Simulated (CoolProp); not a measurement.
Properties of fluoroethane (R161) along the isobar 0.101 MPa.

The numbers come from the reference Helmholtz-energy equation of state, Wu 2012 in CoolProp.

```
T (°C)  phase  density (kg/m³)  cv (kJ/(kg K))  speed of sound (m/s)  Joule-Thomson coefficient (K/MPa)  expansivity (1/kK)
------  -----  ---------------  --------------  --------------------  ---------------------------------  ------------------
19.15     gas            2.031           1.055                 239.9                              22.61               3.616
31.05     gas            1.947           1.090                 244.5                              20.02               3.451
42.95     gas            1.871           1.126                 249.0                              17.75               3.301
54.85     gas            1.800           1.162                 253.3                              15.78               3.165
66.75     gas            1.735           1.197                 257.6                              14.07               3.041
78.75     gas            1.674           1.233                 261.8                              12.58               2.926
90.65     gas            1.618           1.269                 265.9                              11.31               2.822
102.55    gas            1.565           1.304                 269.9                              10.21               2.725
114.45    gas            1.516           1.339                 273.9                              9.264               2.635
126.35    gas            1.470           1.373                 277.8                              8.444               2.551
138.25    gas            1.427           1.407                 281.6                              7.731               2.473
150.15    gas            1.386           1.441                 285.4                              7.109               2.400
162.05    gas            1.347           1.474                 289.1                              6.564               2.331
```
